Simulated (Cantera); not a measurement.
A Cantera script and its output.

```python
import numpy as np
import cantera as ct

gas = ct.Solution("gri30.yaml")
gas.TPX = 1825, 13332, {'C2H6': 1, 'N2': 2.6}
reactor = ct.IdealGasConstPressureReactor(gas, energy="off", clone=False)
net = ct.ReactorNet([reactor])
net.rtol, net.atol = 1e-08, 1e-18
show = ['C2H6', 'H', 'CH3', 'C2H2', 'C2H4', 'C2H', 'HCN']
times = np.geomspace(5e-06, 100, 14)

steps = ct.SolutionArray(gas, extra=["t"])
rows = []
print(f"{'t/s':>10s}{'T/K':>9s}{'P/Pa':>11s}" + "".join(f"{s:>11s}" for s in show))
for t in times:
    while net.time < t:
        t_next = net.step()
        steps.append(gas.state, t=t_next)
    rows.append([np.interp(t, steps.t, y) for y in (steps.T, steps.P, *steps(*show).X.T)])
    print(f"{t:10.3e}{rows[-1][0]:9.1f}{rows[-1][1]:11.4g}" + "".join(f"{x:11.3e}" for x in rows[-1][2:]))
rate = np.gradient(steps.T, steps.t)
print("integrator steps:", len(steps.t))
if steps.T.max() > steps.T[0] + 200:
    print(f"time of steepest temperature rise: {steps.t[rate.argmax()]:.4e} s")
gas.TPX = 1825, 13332, {'C2H6': 1, 'N2': 2.6}
gas.equilibrate("TP")
print(f"equilibrium (TP): T = {gas.T:.1f} K  " + "  ".join(f"{s} {gas[s].X[0]:.3e}" for s in show))
```

Result:

```
       t/s      T/K       P/Pa       C2H6          H        CH3       C2H2       C2H4        C2H        HCN
 5.000e-06   1825.0  1.333e+04  2.454e-01  4.218e-04  3.228e-02  5.499e-06  3.181e-03  3.767e-10  1.421e-08
 1.822e-05   1825.0  1.333e+04  1.338e-01  1.536e-03  6.190e-02  2.712e-03  5.301e-02  6.742e-07  6.920e-07
 6.641e-05   1825.0  1.333e+04  1.077e-02  2.258e-03  2.846e-02  5.681e-02  8.751e-02  7.661e-06  2.527e-06
 2.420e-04   1825.0  1.333e+04  3.712e-04  8.522e-04  5.712e-03  1.210e-01  3.394e-02  4.270e-06  3.209e-06
 8.819e-04   1825.0  1.333e+04  7.351e-05  4.371e-04  2.387e-03  1.470e-01  7.966e-03  2.358e-06  3.273e-06
 3.214e-03   1825.0  1.333e+04  4.289e-05  4.340e-04  1.836e-03  1.569e-01  1.305e-03  2.326e-06  3.401e-06
 1.171e-02   1825.0  1.333e+04  1.692e-05  5.116e-04  1.182e-03  1.658e-01  5.503e-04  2.626e-06  3.908e-06
 4.269e-02   1825.0  1.333e+04  2.608e-06  6.273e-04  4.825e-04  1.739e-01  2.144e-04  3.104e-06  5.234e-06
 1.556e-01   1825.0  1.333e+04  2.013e-07  7.051e-04  1.367e-04  1.772e-01  1.675e-04  3.441e-06  7.358e-06
 5.669e-01   1825.0  1.333e+04  2.006e-08  7.228e-04  4.018e-05  1.780e-01  1.654e-04  3.515e-06  9.891e-06
 2.066e+00   1825.0  1.333e+04  9.068e-09  7.247e-04  2.378e-05  1.782e-01  1.655e-04  3.522e-06  1.416e-05
 7.529e+00   1825.0  1.333e+04  8.907e-09  7.247e-04  2.345e-05  1.782e-01  1.655e-04  3.522e-06  2.977e-05
 2.744e+01   1825.0  1.333e+04  8.905e-09  7.247e-04  2.345e-05  1.781e-01  1.655e-04  3.522e-06  9.174e-05
 1.000e+02   1825.0  1.333e+04  8.899e-09  7.247e-04  2.344e-05  1.780e-01  1.654e-04  3.520e-06  3.174e-04
integrator steps: 1647
equilibrium (TP): T = 1825.0 K  C2H6 5.631e-09  H 7.249e-04  CH3 1.866e-05  C2H2 1.122e-01  C2H4 1.043e-04  C2H 2.218e-06  HCN 1.321e-01
```

Model: GRI-Mech 3.0 (53 species, 325 reactions), integrated in Cantera. GRI-Mech 3.0 stops at C3 and has no aromatics, soot or wall deposition, so with more carbon than oxygen in the feed, carbon stays in small species such as C2H2 where larger ones or solid carbon would form.
